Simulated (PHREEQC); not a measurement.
# Metal-bearing waste water: speciation

Solution (25 °C): 25 mmol/kgw FeCl3, 1.8 mmol/kgw CaCl2 and 0.87 mmol/kgw NaHCO3. Closed to the air; pH follows from the charge balance.

Equilibrium calculation in PHREEQC: ion-association model, phreeqc.dat.

```json
{
 "pH": "2.13",
 "ionic_strength": "0.127 mol/kgw",
 "total_alkalinity": "-49.1 meq/kg"
}
```

```
species     molality  activity   log γ
----------  --------  --------  ------
Cl-           0.0710    0.0532  -0.125
H+           0.00905   0.00738  -0.088
Fe+3         0.00850   0.00136  -0.796
FeCl+2       0.00628   0.00219  -0.458
FeOH+2       0.00341   0.00119  -0.458
Fe2(OH)2+4   0.00257   3.80e-5  -1.831
Ca+2         0.00180  0.000658  -0.437
Na+         0.000870  0.000672  -0.112
CO2         0.000870  0.000896   0.013
FeCl2+      0.000676  0.000519  -0.114
Fe3(OH)4+5  0.000306   4.22e-7  -2.861
Fe(OH)2+     6.87e-5   5.32e-5  -0.111
FeCl3        2.68e-6   2.76e-6   0.013
HCO3-        6.96e-8   5.39e-8  -0.111
(CO2)2       1.43e-8   1.47e-8   0.013
```

Precipitation was switched off in this run. Examples of supersaturated solids here: Hematite (slow to form), Goethite (slow to form). Others may be too.
